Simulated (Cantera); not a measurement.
**Adiabatic ignition**

An adiabatic, constant-volume homogeneous reactor starts with CH4 : CO : O2 : N2 : H2O = 1 : 0.54 : 2.27 : 8.54 : 0.9 (molar parts), equivalence ratio 1.0, at 1000 K and 1400000 Pa.

Computed with Cantera and GRI-Mech 3.0 (53 species, 325 reactions). The pressure lies above the range GRI-Mech 3.0 was tuned for (to about 10 atm).

```csv
t (s),T (K),P (bar),x CH4,x CO,x O2,x OH,x H2O,x CH3,x HCN
6.00e-6,1000,14.0,0.0755,0.0408,0.171,6.46e-12,0.0679,1.70e-9,<1e-12
1.91e-5,1000,14.0,0.0755,0.0408,0.171,7.90e-12,0.0679,5.58e-9,<1e-12
6.06e-5,1000,14.0,0.0755,0.0408,0.171,1.25e-11,0.0679,1.85e-8,<1e-12
0.000192,1000,14.0,0.0755,0.0408,0.171,2.71e-11,0.0679,6.38e-8,<1e-12
0.000612,1000,14.0,0.0755,0.0408,0.171,7.06e-11,0.0679,2.06e-7,<1e-12
0.00194,1000,14.0,0.0755,0.0408,0.171,1.27e-10,0.0679,3.77e-7,<1e-12
0.00617,1000,14.0,0.0755,0.0408,0.171,1.48e-10,0.0679,4.20e-7,<1e-12
0.0196,1000,14.0,0.0754,0.0407,0.171,1.99e-10,0.0680,5.00e-7,<1e-12
0.0623,1003,14.0,0.0753,0.0407,0.171,4.62e-10,0.0681,7.86e-7,<1e-12
0.198,2841,39.8,<1e-12,0.0256,0.0103,0.00993,0.205,<1e-12,6.09e-9
0.629,2841,39.8,<1e-12,0.0256,0.0103,0.00993,0.205,<1e-12,6.09e-9
2.00,2841,39.8,<1e-12,0.0256,0.0103,0.00993,0.205,<1e-12,6.09e-9
```
x: mole fraction; the columns are a selection and need not sum to one.

| Property | Result |
|---|---|
| time of steepest temperature rise | 0.145 s |
| temperature at 2.00 s | 2841 K |
| equilibrium temperature | 2841 K |
| x(CH4) at 2.00 s | <1e-12 (gas-phase equilibrium <1e-12) |
| x(CO) at 2.00 s | 0.0256 (gas-phase equilibrium 0.0256) |
| x(O2) at 2.00 s | 0.0103 (gas-phase equilibrium 0.0103) |
